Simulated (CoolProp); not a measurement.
Properties of R124 along the isobar 4.53 MPa (Tc = 122.3 °C, pc = 3.624 MPa, ω = 0.288).

Computed with CoolProp (reference Helmholtz-energy equation of state, de Vries 1995).

| T (°C) | phase | cv (kJ/(kg K)) | Joule-Thomson coefficient (K/MPa) |
|---|---|---|---|
| -76.15 | liquid | 0.6688 | -0.4298 |
| -57.35 | liquid | 0.6839 | -0.4053 |
| -38.55 | liquid | 0.7006 | -0.3753 |
| -19.75 | liquid | 0.7183 | -0.3380 |
| -0.95 | liquid | 0.7369 | -0.2907 |
| 17.85 | liquid | 0.7561 | -0.2289 |
| 36.65 | liquid | 0.7760 | -0.1446 |
| 55.55 | liquid | 0.7969 | -0.02162 |
| 74.35 | liquid | 0.8193 | 0.1724 |
| 93.15 | liquid | 0.8448 | 0.5280 |
